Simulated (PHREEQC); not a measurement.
K2CO3 is added in steps, without added water, to 1 kg of water holding 5.3 mmol/kgw NaHCO3 and 0.4 mmol/kgw NH3, at 25 °C. Oxygen is held at 0.21 atm. The system is closed to CO2. The run lets Nahcolite, Natron precipitate or redissolve, and no other solid.

Base run: PHREEQC, ion-association model, wateq4f.dat. Each further column changes one thing. The table gives pH.

```tsv
K2CO3 added (mol)	base	diluted 2-fold with water	temperature from 25 to 65 °C	diluted 10-fold with water	no solid may form
0	8.94	8.95	8.39	8.90	8.94
0.0003375	9.22	9.41	8.73	9.90	9.22
0.0005906	9.35	9.59	8.90	10.11	9.35
0.0009281	9.49	9.75	9.06	10.26	9.49
0.001181	9.57	9.84	9.15	10.34	9.57
0.001519	9.66	9.94	9.25	10.42	9.66
0.001772	9.71	9.99	9.31	10.46	9.71
0.002109	9.78	10.06	9.38	10.52	9.78
0.002363	9.82	10.10	9.42	10.55	9.82
0.0027	9.87	10.15	9.47	10.59	9.87
```

 At this temperature some constants are extrapolated from 25 °C, and those without enthalpy data are left unchanged.
